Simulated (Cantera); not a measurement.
Input (Python, Cantera):

```python
import numpy as np
import cantera as ct

gas = ct.Solution("gri30.yaml")
gas.TPX = 1350, 100000, {'CO': 1, 'H2': 0.058, 'O2': 0.378, 'N2': 1.42, 'CO2': 0.3}
reactor = ct.IdealGasConstPressureReactor(gas, energy="on", clone=False)
net = ct.ReactorNet([reactor])
net.rtol, net.atol = 1e-08, 1e-16
show = ['CO', 'H2', 'O2', 'O', 'H2O2']
times = np.geomspace(1e-06, 8, 13)

steps = ct.SolutionArray(gas, extra=["t"])
rows = []
print(f"{'t/s':>10s}{'T/K':>9s}{'P/Pa':>11s}" + "".join(f"{s:>11s}" for s in show))
for t in times:
    while net.time < t:
        t_next = net.step()
        steps.append(gas.state, t=t_next)
    rows.append([np.interp(t, steps.t, y) for y in (steps.T, steps.P, *steps(*show).X.T)])
    print(f"{t:10.3e}{rows[-1][0]:9.1f}{rows[-1][1]:11.4g}" + "".join(f"{x:11.3e}" for x in rows[-1][2:]))
rate = np.gradient(steps.T, steps.t)
print("integrator steps:", len(steps.t))
if steps.T.max() > steps.T[0] + 200:
    print(f"time of steepest temperature rise: {steps.t[rate.argmax()]:.4e} s")
gas.TPX = 1350, 100000, {'CO': 1, 'H2': 0.058, 'O2': 0.378, 'N2': 1.42, 'CO2': 0.3}
gas.equilibrate("HP")
print(f"equilibrium (HP): T = {gas.T:.1f} K  " + "  ".join(f"{s} {gas[s].X[0]:.3e}" for s in show))
```

Output:

```
       t/s      T/K       P/Pa         CO         H2         O2          O       H2O2
 1.000e-06   1350.0      1e+05  3.169e-01  1.838e-02  1.198e-01  1.464e-08  3.356e-13
 3.761e-06   1350.0      1e+05  3.169e-01  1.838e-02  1.198e-01  5.568e-08  4.808e-12
 1.414e-05   1350.0      1e+05  3.169e-01  1.838e-02  1.198e-01  7.104e-07  1.359e-10
 5.318e-05   1366.9      1e+05  3.116e-01  1.326e-02  1.134e-01  3.346e-03  6.966e-07
 2.000e-04   2020.9      1e+05  2.138e-01  1.900e-03  4.768e-02  2.280e-02  7.981e-08
 7.521e-04   2457.2      1e+05  1.778e-01  1.498e-03  3.267e-02  8.528e-03  2.283e-08
 2.828e-03   2643.4      1e+05  1.568e-01  1.254e-03  2.198e-02  4.347e-03  2.179e-08
 1.064e-02   2640.6      1e+05  1.566e-01  1.263e-03  2.022e-02  3.996e-03  2.100e-08
 4.000e-02   2639.4      1e+05  1.567e-01  1.266e-03  1.995e-02  3.946e-03  2.083e-08
 1.504e-01   2639.4      1e+05  1.567e-01  1.266e-03  1.995e-02  3.946e-03  2.083e-08
 5.657e-01   2639.4      1e+05  1.567e-01  1.266e-03  1.995e-02  3.946e-03  2.083e-08
 2.127e+00   2639.4      1e+05  1.567e-01  1.266e-03  1.995e-02  3.946e-03  2.083e-08
 8.000e+00   2639.4      1e+05  1.567e-01  1.266e-03  1.995e-02  3.946e-03  2.083e-08
integrator steps: 1297
time of steepest temperature rise: 6.7779e-05 s
equilibrium (HP): T = 2639.4 K  CO 1.567e-01  H2 1.266e-03  O2 1.995e-02  O 3.946e-03  H2O2 2.083e-08
```

Cantera simulation using GRI-Mech 3.0 (53 species, 325 reactions); the numbers are that mechanism's predictions, not measurements.
